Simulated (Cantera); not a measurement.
A freely propagating, adiabatic, planar premixed flame of 42.6 % H₂, 7.32 % O₂, 27.6 % N₂, 22.6 % H₂O, unburnt at 700 K and 0.760 bar; mixture-averaged transport, grid criteria slope 0.08 and curve 0.16, no radiation.

Computed with Cantera and the H2/O2 subset of GRI-Mech 3.0, which has no nitrogen chemistry. Burning velocities carry a grid error of a few per cent, more on coarse grids.

Task: Predict: laminar burning velocity; thermal thickness; peak x(OH); peak x(HO₂); peak x(O).

Result: 
```
Item                        Result
------------------------  --------
laminar burning velocity  673 cm/s
thermal thickness         0.650 mm
peak x(OH)                 0.00152
peak x(HO₂)               0.000242
peak x(O)                 0.000921
```
